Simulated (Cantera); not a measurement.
Cantera run:

```python
import numpy as np
import cantera as ct

gas_names = """
    O O2 O3 S SO SO2 SO3 S2 S2O S8
""".split()
cond_names = """
    S(cr1) S(cr2) S(L)
""".split()


# ... load() reads the species with a 1 bar reference pressure and builds the phases ...
atoms = {
    'SO2': {'S': 1, 'O': 2},
}
top_T = {}  # K; cautious upper limits of use, not melting points


# ... equilibrate(T, P, feed) seeds the gas with the atoms and calls Mixture.equilibrate('TP', solver="vcs", rtol=1e-11, max_steps=5000) ...
results = []
feed = {'SO2': 1}  # mol
P = 25  # Pa
for T in [1375, 1425, 1475, 1525, 1575, 1625, 1675, 1725, 1775, 1825, 1875, 1925, 1975, 2025]:
    mix = equilibrate(T, P, feed)
    results.append((T, P, feed, dict(zip(mix.species_names, mix.species_moles))))

top = {s: max(r[3][s] / sum(r[3][g] for g in gas_names) for r in results) for s in gas_names}
cols = sorted((s for s in top if top[s] > 0.001), key=lambda s: -top[s])[:8]
seen = [c for c in cond_names if any(r[3].get(c, 0) > 1e-12 for r in results)]
print("log10 of partial pressures in bar; condensed amounts in mol")
print(f"{'T/K':>10s}" + "".join(f"{s[:9]:>10s}" for s in cols + seen))
for T, P, feed, n in results:
    ng = sum(n[g] for g in gas_names)
    print(f"{T:10.4g}" + "".join(f"{np.log10(max(n[s] / ng * P / 1e5, 1e-99)):10.3f}" for s in cols)
          + "".join(f"{n.get(c, 0):10.4g}" for c in seen))
```

Output:

```
log10 of partial pressures in bar; condensed amounts in mol
       T/K       SO2        SO        O2         O         S
      1375    -3.602    -7.233    -7.559    -9.976   -11.042
      1425    -3.602    -6.968    -7.284    -9.499   -10.546
      1475    -3.603    -6.720    -7.030    -9.057   -10.081
      1525    -3.603    -6.487    -6.795    -8.644    -9.645
      1575    -3.603    -6.269    -6.576    -8.259    -9.236
      1625    -3.604    -6.064    -6.372    -7.897    -8.851
      1675    -3.606    -5.872    -6.181    -7.557    -8.488
      1725    -3.607    -5.690    -6.001    -7.237    -8.147
      1775    -3.610    -5.520    -5.833    -6.936    -7.824
      1825    -3.614    -5.359    -5.676    -6.652    -7.518
      1875    -3.619    -5.208    -5.529    -6.384    -7.229
      1925    -3.626    -5.065    -5.392    -6.130    -6.954
      1975    -3.636    -4.931    -5.265    -5.891    -6.693
      2025    -3.648    -4.806    -5.148    -5.666    -6.446
```

Equilibrium computed with Cantera from the NASA thermochemical tables; the gas is ideal and each condensed phase is pure.
